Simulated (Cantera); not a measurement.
Feed: 1 mol SiH4, 5.7 mol N2O, at 9.00 Pa.

These are equilibrium values from Cantera (NASA tables, ideal gas, pure condensed phases), not measurements of a reactor. Candidate condensed phases: H2O, Si, SiO2, Si2N2O, Si3N4; 35 gas species. The tables hold silica as quartz up to 1696 K and as liquid above; real silica turns to tridymite and cristobalite and melts near 1996 K. The numbers say what is thermodynamically allowed, not how fast it happens.

Task: Which condensed phases are stable at each of these points (T (K)): 1423, 1473, 1523, 1573, 1623, 1673, 1723?

Result: 
| T (K) | condensed phases | Si condensed (%) |
|---|---|---|
| 1423 | SiO2(β-quartz) | 100.0 |
| 1473 | SiO2(β-quartz) | 100.0 |
| 1523 | SiO2(β-quartz) | 100.0 |
| 1573 | SiO2(β-quartz) | 100.0 |
| 1623 | SiO2(β-quartz) | 100.0 |
| 1673 | SiO2(β-quartz) | 100.0 |
| 1723 | SiO2(condensed) | 100.0 |

From 1423 K to 1673 K the condensed part is SiO2(β-quartz). At 1723 K the condensed part is SiO2(condensed).
